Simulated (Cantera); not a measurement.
Feed: 1 mol SiHCl3, 9.5 mol NH3, 5.9 mol N2, held at 13300 Pa.

These are equilibrium values from Cantera (NASA tables, ideal gas, pure condensed phases), not measurements of a reactor. Candidate condensed phases: NH4Cl, Si, Si3N4; 28 gas species. Gases not in the tables: Si2H6 and higher silanes. Equilibrium is a limit: real reactors are often held back by kinetics, nucleation or transport.

What share of the Si ends up in condensed phases as a function of T (°C), at 650, 750, 850, 950, 1050, 1150, 1250, 1350, 1450, 1550, 1650?


```csv
T (°C),Si condensed (%),as
650,99.3,Si3N4(s)
750,99.5,Si3N4(s)
850,99.6,Si3N4(s)
950,99.7,Si3N4(s)
1050,99.6,Si3N4(s)
1150,99.0,Si3N4(s)
1250,96.8,Si3N4(s)
1350,90.6,Si3N4(s)
1450,77.7,Si3N4(s)
1550,58.6,Si3N4(s)
1650,38.4,Si(l)
```
